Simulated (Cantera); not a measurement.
# Equilibrium for carbon deposition, reforming and gasification: CO + H2O

Feed: 1 mol CO, a varied amount of H2O, at 550 K and 1.00 bar.

These are equilibrium values from Cantera (NASA tables, ideal gas, pure condensed phases), not measurements of a reactor. Candidate condensed phases: C, C6H6, C7H8, C8H18, H2O; 110 gas species. Kinetics and transport are ignored.

| n(H2O) (mol) | x CO2 | x H2O | x CH4 | x H2 | x CO | x C2H6 | x HCOOH | n C(graphite) |
|---|---|---|---|---|---|---|---|---|
| 0.021 | 0.960 | 0.0393 | 0.000167 | 0.000627 | 0.000265 | 7.40e-12 | 1.72e-10 | 0.500 |
| 0.074 | 0.873 | 0.123 | 0.00180 | 0.00206 | 0.000253 | 2.62e-10 | 5.12e-10 | 0.497 |
| 0.13 | 0.799 | 0.193 | 0.00482 | 0.00337 | 0.000242 | 1.15e-9 | 7.68e-10 | 0.493 |
| 0.18 | 0.744 | 0.243 | 0.00823 | 0.00441 | 0.000234 | 2.56e-9 | 9.35e-10 | 0.487 |
| 0.23 | 0.698 | 0.285 | 0.0120 | 0.00533 | 0.000226 | 4.53e-9 | 1.06e-9 | 0.480 |
| 0.29 | 0.651 | 0.326 | 0.0169 | 0.00631 | 0.000219 | 7.53e-9 | 1.17e-9 | 0.471 |
| 0.34 | 0.618 | 0.354 | 0.0210 | 0.00704 | 0.000213 | 1.05e-8 | 1.24e-9 | 0.462 |
| 0.39 | 0.588 | 0.378 | 0.0252 | 0.00771 | 0.000208 | 1.37e-8 | 1.29e-9 | 0.451 |
| 0.45 | 0.558 | 0.403 | 0.0301 | 0.00843 | 0.000202 | 1.79e-8 | 1.34e-9 | 0.438 |
| 0.5 | 0.536 | 0.421 | 0.0341 | 0.00897 | 0.000198 | 2.17e-8 | 1.37e-9 | 0.427 |
x: gas mole fraction; n: condensed amount in mol.

From 0.021 mol H2O to 0.5 mol H2O the condensed part is C(graphite). The main C-bearing gas is CO2 throughout. The share of C in condensed phases is highest at 0.021 mol H2O (50.0 %) and lowest at 0.5 mol H2O (42.7 %).
